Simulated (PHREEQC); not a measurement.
Consider water at 25 °C with 0.0022 mol LiOH, 0.0082 mol H3BO3 and 0.27 mol (CH3)4NCl per kg of water. Closed to the air; pH follows from the charge balance.

The numbers come from PHREEQC with the ion-association model, wateq4f.dat.

Each row changes one thing in this solution. This is a speciation only: nothing precipitates in the calculation.

```
case                                     pH  H3BO3 (mol/kgw)  H2BO3- (mol/kgw)
------------------------------------  -----  ---------------  ----------------
as made                                8.59          0.00601           0.00219
(CH3)4NCl from 0.27 to 0.027 mol/kgw   8.72          0.00601           0.00219
LiOH from 0.0022 to 0.00242 mol/kgw    8.65          0.00579           0.00241
LiOH from 0.0022 to 0.011 mol/kgw     11.29          4.42e-5           0.00816
diluted 100-fold with water            8.64          6.47e-5           1.73e-5
diluted 5-fold with water              8.69          0.00121          0.000434
```

(CH3)4N+ isn't in the database: it is added as a free cation with an ion size of 4 Å.
